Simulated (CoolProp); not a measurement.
Properties of propylene glycol along the isobar 17100 kPa.

The numbers come from the reference Helmholtz-energy equation of state, Eisenbach 2021 in CoolProp.

```csv
T (K),phase,density (kg/m³),cv (kJ/(kg K)),isothermal compressibility (1/MPa),expansivity (1/kK)
430.7,liquid,936.7,2.724,0.0008508,?
454.4,liquid,?,?,0.0009794,0.9865
478,liquid,894.0,2.881,0.001138,1.065
501.7,liquid,870.7,?,0.001340,1.159
525.4,liquid,846.0,3.017,0.001600,1.274
549,liquid,819.7,3.077,0.001941,1.415
572.7,liquid,791.0,3.133,0.002408,1.596
596.3,liquid,759.8,3.185,0.003073,1.834
620,liquid,724.7,3.234,0.004090,2.168
```

### Question
Complete the blanks.

### Answer

- 430.7, expansivity (1/kK): 0.9208
- 454.4, density (kg/m³): 915.8
- 454.4, cv (kJ/(kg K)): 2.806
- 501.7, cv (kJ/(kg K)): 2.952
